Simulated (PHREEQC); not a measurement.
0.61 g of hydrous ferric oxide (600 m²/g; 0.2 weak and 0.005 strong sites per Fe, Dzombak-Morel constants, diffuse double layer) in 1 kg of water with 0.05 mol/kgw of an inert sodium salt and 0.24 mmol/kgw CaCl2, at 25 °C; the pH is set by adding NaOH or the inert anion's acid. O2 is buffered at 0.21 atm. CO2 from the air is kept out. No solid was allowed to form.

The series has 17 steps of pH, from 4 to 10.

Equilibrium calculation in PHREEQC: ion-association model, wateq4f.dat.

Q: Near which pH is half of the Ca sorbed, and on which side is more sorbed?

A: Near pH 8.7, with more sorbed at higher pH.
